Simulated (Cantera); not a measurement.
A Cantera script and its output.

```python
import numpy as np
import cantera as ct

surf = ct.Interface("ptcombust.yaml", "Pt_surf")
gas = surf.adjacent["gas"]
gas.TPX = 300, 29000, {'H2': 0.013, 'O2': 0.062, 'N2': 0.79}
jet = ct.ImpingingJet(gas=gas, width=0.032, surface=surf)
jet.inlet.mdot, jet.inlet.T, jet.inlet.X = 0.025, 300, {'H2': 0.013, 'O2': 0.062, 'N2': 0.79}
jet.set_refine_criteria(ratio=10, slope=0.2, curve=0.3)
show, cover = ['H2', 'O2', 'H2O', 'OH'], ["PT(S)", "H(S)", "O(S)", "OH(S)", "CO(S)", "C(S)"]

rows = []
print(f"{'Ts/K':>7s}" + "".join(f"{s:>11s}" for s in show + cover) + "   (gas at the wall, coverages)")
for i, Ts in enumerate([700, 750, 800, 850, 900, 950]):
    jet.surface.T = Ts
    if i == 0:
        surf.TP = Ts, 29000
        surf.coverages = "PT(S):0.5, O(S):0.5"
        surf.advance_coverages(1.0)
        jet.set_initial_guess(products="inlet")
    jet.solve(loglevel=0, auto=(i == 0))
    rows.append([*(jet.X[gas.species_index(s), -1] for s in show), *surf[cover].coverages])
    print(f"{Ts:7g}" + "".join(f"{x:11.3e}" for x in rows[-1]))
```

It prints:

```
   Ts/K         H2         O2        H2O         OH      PT(S)       H(S)       O(S)      OH(S)      CO(S)       C(S)   (gas at the wall, coverages)
    700  7.419e-04  5.671e-02  2.694e-02  8.617e-11  3.168e-02  1.933e-09  9.653e-01  3.035e-03  3.307e-29 -3.773e-34
    750  5.311e-04  5.654e-02  2.716e-02  4.868e-10  4.703e-02  5.230e-09  9.503e-01  2.670e-03  6.348e-18  6.594e-27
    800  3.406e-04  5.639e-02  2.736e-02  2.042e-09  7.741e-02  1.652e-08  9.200e-01  2.545e-03  3.604e-17  2.061e-26
    850  2.236e-04  5.631e-02  2.743e-02  7.226e-09  1.213e-01  4.738e-08  8.763e-01  2.419e-03  5.792e-20  3.442e-24
    900  1.629e-04  5.629e-02  2.742e-02  2.167e-08  1.749e-01  1.166e-07  8.229e-01  2.246e-03  9.977e-21  4.542e-25
    950  1.260e-04  5.629e-02  2.737e-02  5.865e-08  2.347e-01  2.509e-07  7.632e-01  2.043e-03  7.831e-15 -2.737e-22
```

Cantera simulation using Deutschmann's 1995 Pt surface mechanism with GRI-Mech 3.0 gas chemistry; the numbers are that mechanism's predictions, not measurements. Catalytic surfaces can have several steady states; this one follows from the mechanism file's or the stated starting coverage.
